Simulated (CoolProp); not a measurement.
Vapour-liquid equilibrium of R142b (1) + R113 (2) at 614 kPa; x and y are mole fractions of (1).

Computed with CoolProp (multi-fluid Helmholtz-energy mixture model, Lemmon 2006 and Marx 1992; pair parameters Bell 2016).

Problem. Give the bubble temperature and the first vapour's composition at x = 0.05, 0.85, 0.95. Is there an azeotrope?

Solution. x = 0.05: 107.4 °C, y = 0.177; x = 0.85: 51.0 °C, y = 0.957; x = 0.95: 47.6 °C, y = 0.986. No azeotrope shows between x = 0.05 and 0.95.

The pair parameters rest on a limited set of measurements; away from them the model extrapolates.
